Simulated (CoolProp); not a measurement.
Water at several states: fugacity coefficient from the reference equation and from simpler models built on Tc = 647.1 K, pc = 22.06 MPa, ω = 0.344; each cubic takes its own stable root.

Values from CoolProp's reference Helmholtz-energy equation of state, Wagner 2002.

```tsv
T (K)	p (MPa)	phase	reference	van der Waals	Redlich-Kwong	Soave-Redlich-Kwong	Peng-Robinson
477.9	0.113	gas	0.9945	0.9969	0.9959	0.9954	0.9951
802.1	0.0553	gas	0.9996	0.9996	0.9995	0.9996	0.9996
717.1	37.8	supercritical	___	0.6076	0.6064	___	___
285.5	0.771	liquid	0.001871	___	0.009581	0.001321	0.001538
699.7	100	supercritical	___	___	0.3502	0.3789	0.3455
```

Q: What belongs in the gaps?

A: 
- 717.1, reference: 0.6264
- 717.1, Soave-Redlich-Kwong: 0.6415
- 717.1, Peng-Robinson: 0.6113
- 285.5, van der Waals: 0.3195
- 699.7, reference: 0.3136
- 699.7, van der Waals: 0.3839
